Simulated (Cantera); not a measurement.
An adiabatic, constant-pressure homogeneous reactor starts with 3.83 % CH3OH, 18.0 % O2, 67.5 % N2, 10.7 % CO2, at 1475 K and 0.450 bar.

Model: GRI-Mech 3.0 (53 species, 325 reactions), integrated in Cantera. GRI-Mech 3.0 was tuned for natural gas; its chemistry of methanol as a main component is partial and can be far from experiment.

One state of this run: T (K) = 2079; x CH3OH = <1e-12; x O2 = 0.119; x CO2 = 0.141; x C2H6 = <1e-12; x H = 5.24e-5; x CH2O = <1e-12. x: mole fraction; the columns are a selection and need not sum to one.

### Question
Which value of t (s) does it belong to?
A) 0.000278
B) 0.216
C) 3.03e-5
D) 9.18e-5

### Answer
B, 0.216
